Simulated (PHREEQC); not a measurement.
Make-up at 20 °C: 0.22 mol/kgw TMAH and 0.074 mol/kgw NaAlO2. Closed to the air; pH follows from the charge balance.

All values are PHREEQC results (ion-association model, phreeqc.dat), not measurements.

| quantity | before | after |
|---|---|---|
| pH | 13.34 | 9.22 |
| ionic strength (mol/kgw) | 0.294 | 0.294 |
| Al(OH)3 (mol/kgw) | 1.26e-9 | 1.65e-5 |
| SI of Gibbsite (Al(OH)3) | +0.18 | +4.30 |

Problem. Name the change that produced these shifts.
A. NaAlO2 from 0.074 to 0.0814 mol/kgw
B. temperature from 20 to 25 °C
C. TMAH replaced by (CH3)4NCl at the same molality
D. temperature from 20 to 40 °C
E. diluted 5-fold with water

Solution. C, TMAH replaced by (CH3)4NCl at the same molality

Precipitation was switched off in this run. Some of these states are supersaturated (in Gibbsite (slow to form), Al(OH)3(a), for instance). (CH3)4N+ isn't in the database: it is added as a free cation with an ion size of 4 Å.
